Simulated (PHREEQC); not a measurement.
1 kg of water holding 0.0052 mol/kgw K2CO3, 0.035 mol/kgw KCl and 0.0036 mol/kgw KHCO3 is evaporated at 15 °C; the solids stay in contact with the brine. No CO2 enters from the air. The run lets Kalicinite, Sylvite precipitate or redissolve, and no other solid.

The numbers come from PHREEQC with the Pitzer model, pitzer.dat.

```json
[
 {"water left (kg)": "1", "ionic strength": "0.0541", "water activity": "0.998", "Sylvite (mol)": "0", "C in solution (mol/kgw)": "0.00880"},
 {"water left (kg)": "0.8219", "ionic strength": "0.0658", "water activity": "0.998", "Sylvite (mol)": "0", "C in solution (mol/kgw)": "0.0107"},
 {"water left (kg)": "0.5552", "ionic strength": "0.0975", "water activity": "0.997", "Sylvite (mol)": "0", "C in solution (mol/kgw)": "0.0158"},
 {"water left (kg)": "0.4563", "ionic strength": "0.119", "water activity": "0.997", "Sylvite (mol)": "0", "C in solution (mol/kgw)": "0.0193"},
 {"water left (kg)": "0.375", "ionic strength": "0.144", "water activity": "0.996", "Sylvite (mol)": "0", "C in solution (mol/kgw)": "0.0235"},
 {"water left (kg)": "0.2533", "ionic strength": "0.214", "water activity": "0.994", "Sylvite (mol)": "0", "C in solution (mol/kgw)": "0.0347"},
 {"water left (kg)": "0.2082", "ionic strength": "0.260", "water activity": "0.993", "Sylvite (mol)": "0", "C in solution (mol/kgw)": "0.0423"},
 {"water left (kg)": "0.1711", "ionic strength": "0.317", "water activity": "0.991", "Sylvite (mol)": "0", "C in solution (mol/kgw)": "0.0514"},
 {"water left (kg)": "0.1156", "ionic strength": "0.469", "water activity": "0.987", "Sylvite (mol)": "0", "C in solution (mol/kgw)": "0.0761"},
 {"water left (kg)": "0.09502", "ionic strength": "0.570", "water activity": "0.985", "Sylvite (mol)": "0", "C in solution (mol/kgw)": "0.0926"},
 {"water left (kg)": "0.06418", "ionic strength": "0.844", "water activity": "0.977", "Sylvite (mol)": "0", "C in solution (mol/kgw)": "0.137"},
 {"water left (kg)": "0.05276", "ionic strength": "1.03", "water activity": "0.973", "Sylvite (mol)": "0", "C in solution (mol/kgw)": "0.167"},
 {"water left (kg)": "0.04335", "ionic strength": "1.25", "water activity": "0.967", "Sylvite (mol)": "0", "C in solution (mol/kgw)": "0.203"},
 {"water left (kg)": "0.0293", "ionic strength": "1.85", "water activity": "0.951", "Sylvite (mol)": "0", "C in solution (mol/kgw)": "0.300"},
 {"water left (kg)": "0.02408", "ionic strength": "2.25", "water activity": "0.941", "Sylvite (mol)": "0", "C in solution (mol/kgw)": "0.366"},
 {"water left (kg)": "0.01979", "ionic strength": "2.74", "water activity": "0.928", "Sylvite (mol)": "0", "C in solution (mol/kgw)": "0.445"},
 {"water left (kg)": "0.01337", "ionic strength": "4.05", "water activity": "0.892", "Sylvite (mol)": "0", "C in solution (mol/kgw)": "0.658"},
 {"water left (kg)": "0.011", "ionic strength": "4.93", "water activity": "0.867", "Sylvite (mol)": "0", "C in solution (mol/kgw)": "0.800"},
 {"water left (kg)": "0.009032", "ionic strength": "5.81", "water activity": "0.843", "Sylvite (mol)": "0.00174", "C in solution (mol/kgw)": "0.974"},
 {"water left (kg)": "0.006095", "ionic strength": "6.54", "water activity": "0.834", "Sylvite (mol)": "0.0144", "C in solution (mol/kgw)": "1.44"},
 {"water left (kg)": "0.005014", "ionic strength": "7.03", "water activity": "0.827", "Sylvite (mol)": "0.0190", "C in solution (mol/kgw)": "1.75"}
]
```

Sylvite from water left = 0.009032 kg (pH 9.80).

Species that the database lacks are ignored.
